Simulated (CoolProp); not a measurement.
Propylene at 471.75 K and 13 MPa flows at 0.093 m/s in a round tube of 12.7 mm bore and 0.25 µm roughness, fully developed (64/Re and Nu = 3.66 if laminar; Colebrook and Gnielinski if turbulent). Each further row changes one setting.

The numbers come from the reference Helmholtz-energy equation of state, Lemmon 2013 in CoolProp.

```
case                Reynolds number  Darcy friction factor  pressure drop (Pa/m)  heat-transfer coefficient (W/(m² K))  mass flow (kg/h)
------------------  ---------------  ---------------------  --------------------  ------------------------------------  ----------------
as stated                       [?]                    [?]                  2.32                                   [?]              9.04
velocity 0.186 m/s            17800                 0.0267                   [?]                                   [?]               [?]
diameter 25.4 mm              17800                 0.0267                 0.968                                   [?]               [?]
```

Problem. Some entries are withheld; supply them.

Solution. 
- as stated, Reynolds number: 8890
- as stated, Darcy friction factor: 0.0319
- as stated, heat-transfer coefficient (W/(m² K)): 189
- velocity 0.186 m/s, pressure drop (Pa/m): 7.75
- velocity 0.186 m/s, heat-transfer coefficient (W/(m² K)): 341
- velocity 0.186 m/s, mass flow (kg/h): 18.1
- diameter 25.4 mm, heat-transfer coefficient (W/(m² K)): 170
- diameter 25.4 mm, mass flow (kg/h): 36.2

Viscosity comes from a separate model (Huber 2003), an estimate that may be off by 10 % or more. Thermal conductivity comes from a separate model (Huber 2003), an estimate that may be off by 10 % or more.
